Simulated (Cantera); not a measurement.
A Cantera script and what it prints.

```python
import numpy as np
import cantera as ct

gas_names = """
    AL ALH ALN ALO ALOH ALO2 ALO2H AL2 AL2O AL2O2 H HALO HNO HNO2 HNO3 HO2 H2 H2O H2O2 N NH NH2 NH3
    NH2OH NO NO2 NO3 N2 N2H2 N2H4 N2O O OH O2 O3
""".split()
cond_names = """
    AL(cr) AL(L) ALN(s) AL2O3(a) AL2O3(L) H2O(s) H2O(L)
""".split()


def load(file, names, dense=False):
    # The tables refer to 1 bar. Condensed volumes are neglected.
    table = {s.name: s for s in ct.Species.list_from_file(file)}
    out = []
    for n in names:
        d = dict(table[n].input_data)
        d["thermo"] = dict(d["thermo"], **{"reference-pressure": 1e5})
        if dense:
            d["equation-of-state"] = {"model": "constant-volume", "density": "1e6 g/cm^3"}
        out.append(ct.Species.from_dict(d))
    return out


gas = ct.Solution(thermo="ideal-gas", species=load("nasa_gas.yaml", gas_names))
cond = {s.name: ct.Solution(thermo="fixed-stoichiometry", species=[s], name=s.name)
        for s in load("nasa_condensed.yaml", cond_names, dense=True)}
atoms = {
    'Al2O3': {'AL': 2, 'O': 3},
    'H2': {'H': 2},
    'N2': {'N': 2},
}
top_T = {'ALN(s)': 2750}  # K; cautious upper limits of use, not melting points


def equilibrate(T, P, feed):
    n = {}
    for name, mol in feed.items():
        for a, k in atoms[name].items():
            n[a] = n.get(a, 0.0) + k * mol
    gas.TPX = T, P, n
    mass = sum(n.values()) * gas.mean_molecular_weight
    gas.equilibrate("TP")
    valid = [c for c in cond.values() if c.min_temp <= T <= top_T.get(c.name, c.max_temp)]
    mix = ct.Mixture([(gas, mass / gas.mean_molecular_weight)] + [(c, 0.0) for c in valid])
    mix.T, mix.P = T, P
    mix.equilibrate("TP", solver="vcs", rtol=1e-11, max_steps=5000)
    return mix


results = []
feed = {'Al2O3': 1, 'H2': 0.31, 'N2': 1.1}  # mol
T = 800  # K
P = 100000  # Pa
mix = equilibrate(T, P, feed)
results.append((T, P, feed, dict(zip(mix.species_names, mix.species_moles))))
x = sorted(zip(gas.X, gas.species_names), reverse=True)
print(f"T = {T:g} K  P = {P:g} Pa  gas = {mix.phase_moles(0):.4g} mol")
print("   x: " + "  ".join(f"{s} {v:.3e}" for v, s in x if v > 1e-06))
print("   condensed (mol): " + ("  ".join(f"{mix.phase(i).name} {mix.phase_moles(i):.4g}"
      for i in range(1, mix.n_phases) if mix.phase_moles(i) > 1e-12) or "none"))
```

It prints:

```
T = 800 K  P = 100000 Pa  gas = 1.41 mol
   x: N2 7.802e-01  H2 2.195e-01  NH3 2.716e-04
   condensed (mol): ALN(s) 5.363e-09  AL2O3(a) 1
```

These are equilibrium values from Cantera (NASA tables, ideal gas, pure condensed phases), not measurements of a reactor.
